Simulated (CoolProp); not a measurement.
The numbers come from the reference Helmholtz-energy equation of state, Gao 2016 in CoolProp.

Give the vapour pressure (MPa), vapour density (kg/m³), liquid cp (kJ/(kg K)) of saturated sulfur dioxide at 22.45 °C.


```json
[
 {"T (°C)": "22.45", "p (MPa)": "0.360", "vapour density (kg/m³)": "10.0", "liquid cp (kJ/(kg K))": "1.39"}
]
```
